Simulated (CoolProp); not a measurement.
Properties of nitrous oxide along the isobar 8.63 MPa.

The numbers come from the reference Helmholtz-energy equation of state, Lemmon 2006 in CoolProp. It is a short technical equation, of lower accuracy than the large ones.

```
T (K)          phase  cp (kJ/(kg K))  speed of sound (m/s)
-----  -------------  --------------  --------------------
210           liquid           1.721                  1020
218.3         liquid           1.736                 970.0
226.5         liquid           1.757                 921.0
234.8         liquid           1.783                 871.3
243.1         liquid           1.815                 821.4
251.3         liquid           1.856                 771.6
259.6         liquid           1.908                 720.4
267.9         liquid           1.976                 667.8
276.1         liquid           2.066                 613.9
284.4         liquid           2.197                 556.2
292.7         liquid           2.406                 493.4
300.9         liquid           2.793                 422.4
309.2         liquid           3.894                 331.8
317.5  supercritical           12.39                 207.5
325.7  supercritical           4.317                 210.4
```

The peak of cp marks the crossing from liquid-like to gas-like fluid above the critical point.
